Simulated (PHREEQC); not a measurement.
# Acid mine or pickling water: speciation

A made-up water analysis in mg/L, 45 °C, pH 3.45, pe 9.8: Na 85.4; K 10.9; Ca 170; Mg 5.44; Cl 71; S(6) as SO4 547; B 0.0505; Cu(2) 3.71; O(0) (dissolved oxygen) 0.661; Br 0.457.

Valence states are taken as typed.

The numbers come from PHREEQC with the ion-association model, phreeqc.dat.

```
Item                           Value
--------------------  --------------
ionic strength        0.0190 mol/kgw
specific conductance      2060 µS/cm
total alkalinity       -0.565 meq/kg
charge-balance error           0.9 %
```

```
species  molality  activity   log γ
-------  --------  --------  ------
SO4-2     0.00440   0.00254  -0.238
Na+       0.00367   0.00319  -0.060
Ca+2      0.00326   0.00190  -0.234
Cl-       0.00200   0.00174  -0.062
CaSO4    0.000984  0.000988   0.002
H+       0.000400  0.000355  -0.052
K+       0.000272  0.000236  -0.063
HSO4-    0.000161  0.000140  -0.061
Mg+2     0.000143   8.43e-5  -0.229
MgSO4     8.10e-5   8.14e-5   0.002
NaSO4-    5.24e-5   4.58e-5  -0.058
Cu+2      4.31e-5   2.55e-5  -0.229
O2        2.07e-5   2.08e-5   0.002
CuSO4     1.50e-5   1.50e-5   0.002
KSO4-     6.68e-6   5.84e-6  -0.058
```

Precipitation was switched off in this run. Species that the database lacks are ignored. Away from 25 °C the constants follow the database's enthalpies or fits; those with neither stay at their 25 °C values.
